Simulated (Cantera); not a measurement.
An isothermal, constant-pressure homogeneous reactor starts with 76.5 % CH₄, 23.5 % H₂O, at 1900 K and 2.00 bar.

Cantera simulation using GRI-Mech 3.0 (53 species, 325 reactions); the numbers are that mechanism's predictions, not measurements. GRI-Mech 3.0 stops at C3 and has no aromatics, soot or wall deposition, so with more carbon than oxygen in the feed, carbon stays in small species such as C2H2 where larger ones or solid carbon would form.

x: mole fraction; the columns are a selection and need not sum to one.

```tsv
t (s)	x CH₄	x H₂O	x C₂H₆	x CO	x H₂
3.00e-5	0.677	0.227	[?]	8.85e-5	0.0580
0.000194	0.347	0.181	[?]	0.00115	0.345
0.00125	0.106	0.140	[?]	0.00615	0.563
0.00805	0.0296	0.0992	[?]	0.0315	0.652
0.0520	0.0174	0.0271	[?]	0.0940	0.716
0.335	0.0129	6.92e-5	2.62e-6	0.119	0.739
2.16	0.0129	1.46e-6	2.62e-6	0.119	0.739
14.0	0.0129	1.46e-6	2.62e-6	0.119	0.739
90.0	0.0129	1.46e-6	2.62e-6	0.119	0.739
```

### Question
Some entries are withheld; supply them.

### Answer

- 3.00e-5, x C₂H₆: 0.00626
- 0.000194, x C₂H₆: 0.00147
- 0.00125, x C₂H₆: 0.000129
- 0.00805, x C₂H₆: 1.13e-5
- 0.0520, x C₂H₆: 4.16e-6
